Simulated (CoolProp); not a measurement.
Saturation properties of dimethyl carbonate.

Values from CoolProp's reference Helmholtz-energy equation of state, Zhou 2011.

| T (°C) | p (MPa) | vapour density (kg/m³) |
|---|---|---|
| 119.75 | … | … |
| 136.15 | 0.3627 | … |
| 152.45 | 0.5282 | 14.88 |
| 168.85 | 0.7473 | 20.90 |
| 185.25 | 1.029 | 28.83 |
| 201.55 | 1.384 | 39.19 |
| 217.95 | 1.827 | 53.04 |
| 234.25 | … | 71.82 |

Q: Fill in the missing entries.

A: 
- 119.75, p (MPa): 0.2397
- 119.75, vapour density (kg/m³): 6.989
- 136.15, vapour density (kg/m³): 10.36
- 234.25, p (MPa): 2.369

It boils at 90.1 °C under 1 atm.
